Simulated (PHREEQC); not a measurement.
**Nickel, zinc or cadmium bath (model solution)**

A solution holds 0.012 mol NiSO4, 0.00075 mol Na2SO4 and 6.4e-05 mol H2SO4 per kg of water, at 20 °C. Closed to the air; pH follows from the charge balance.

The numbers come from PHREEQC with the ion-association model, wateq4f.dat.

- pH = 4.11
- ionic strength = 0.0358 mol/kgw
- total alkalinity = -0.128 meq/kg

```
species     molality  activity   log γ
----------  --------  --------  ------
SO4-2        0.00913   0.00464  -0.294
Ni+2         0.00839   0.00420  -0.300
NiSO4        0.00361   0.00364   0.004
Na+          0.00147   0.00124  -0.074
H+           9.02e-5   7.83e-5  -0.061
HSO4-        3.78e-5   3.18e-5  -0.075
NaSO4-       3.29e-5   2.79e-5  -0.072
Ni(SO4)2-2   1.89e-6   9.48e-7  -0.300
NiOH+        6.15e-9   5.18e-9  -0.075
```

No solid was allowed to form.
